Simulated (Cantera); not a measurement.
**Ignition delay**

Mixture: CH₄ : O₂ : N₂ : H₂O = 1 : 1.82 : 6.84 : 1.5 (molar parts), at 1.01 bar, adiabatic and at constant pressure. Ignition delay is the time to a rise of 400 K.

Model: GRI-Mech 3.0 (53 species, 325 reactions), integrated in Cantera.

```tsv
T0 (K)	delay (ms)
1275	24.0
1350	9.37
1425	3.81
1500	1.64
1575	0.751
1650	0.373
1725	0.201
```

The apparent activation energy between 1575 and 1725 K comes out as 200 kJ/mol.
